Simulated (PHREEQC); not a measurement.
A solution holds 0.41 mmol/kgw Ca(HCO3)2, 0.73 mmol/kgw NaF and 0.034 mmol/kgw KCl, at 56 °C. Closed to the air; pH follows from the charge balance.

All values are PHREEQC results (ion-association model, phreeqc.dat), not measurements.

```tsv
quantity	before	after
pH	7.91	6.78
ionic strength (mol/kgw)	0.00197	0.000764
HF (mol/kgw)	2.29e-8	3.15e-7
HF2- (mol/kgw)	7.32e-11	1.01e-9
```

Q: What was changed between the two runs?
(A) Ca(HCO3)2 from 0.00041 to 0.00082 mol/kgw
(B) 1.2e-05 mol/kgw HNO3 added
(C) Ca(HCO3)2 left out
(D) KCl left out
(E) Ca(HCO3)2 replaced by NH4HCO3 at the same molality

A: C, Ca(HCO3)2 left out

This is a speciation only: nothing precipitates in the calculation. Some of these states are supersaturated (in Fluorite, for instance). Constants without temperature data keep their 25 °C values here.
